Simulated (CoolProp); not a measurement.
Vapour-liquid equilibrium of CHF3 (R23) (1) + R134a (2) at 215.4 K; x and y are mole fractions of (1).

Computed with CoolProp (multi-fluid Helmholtz-energy mixture model, Penoncello 2003 and Tillner-Roth 1994; pair parameters Bell 2016).

```
x     bubble pressure, mixture model (MPa)  bubble pressure, Raoult's law (MPa)  y, mixture model  y, Raoult's law
----  ------------------------------------  -----------------------------------  ----------------  ---------------
0.05                               0.03346                              0.03470             0.473            0.497
0.2                                0.07863                              0.08367             0.805            0.824
0.35                                0.1248                               0.1326             0.897            0.910
0.5                                 0.1726                               0.1816             0.941            0.949
0.65                                0.2224                               0.2306             0.967            0.972
0.8                                 0.2740                               0.2795             0.984            0.987
0.95                                0.3269                               0.3285             0.997            0.997
```

The largest gap from Raoult's law is -6.0 % in bubble pressure, at x = 0.2. No azeotrope shows between x = 0.05 and 0.95.

The pair parameters rest on a limited set of measurements; away from them the model extrapolates.
